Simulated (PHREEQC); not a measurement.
Solution (25 °C): 0.015 mol/kgw KH2PO4 and 0.012 mol/kgw H2SO4. Closed to the air; pH follows from the charge balance.

Model: ion-association model, phreeqc.dat, run in PHREEQC.

No solid was allowed to form.

Problem. Estimate the pH, ionic strength, specific conductance.

Solution. pH 2.00; ionic strength 0.0333 mol/kgw; specific conductance 5820 µS/cm.

Problem. In which forms is S present?

Solution. SO4-2 61 %, HSO4- 36 %, KSO4- 3.2 % of the S.
